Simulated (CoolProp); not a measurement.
A closed Brayton cycle with carbon dioxide: compressor inlet 314.15 K and 8.1 MPa, high pressure 26.4 MPa, turbine inlet 930 K, compressor efficiency 0.89, turbine efficiency 0.93, recuperator effectiveness 0 (on enthalpy, no pinch check). Each further row changes one setting.

The numbers come from the reference Helmholtz-energy equation of state, Span 1996 in CoolProp.

```
case                           thermal efficiency (%)  net work (kJ/kg)  compressor to turbine work  compressor exit (K)  turbine exit (K)
-----------------------------  ----------------------  ----------------  --------------------------  -------------------  ----------------
as stated                                        18.2               130                        0.28                399.3             774.2
turbine inlet 880 K                              18.4               119                        0.30                399.3             729.7
compressor inlet 324.15 K                        17.9               119                        0.34                422.5             774.2
high pressure 22.4 MPa                           16.0               115                        0.26                387.3             795.1
recuperator effectiveness 0.5                    26.2               130                        0.28                399.3             774.2
```
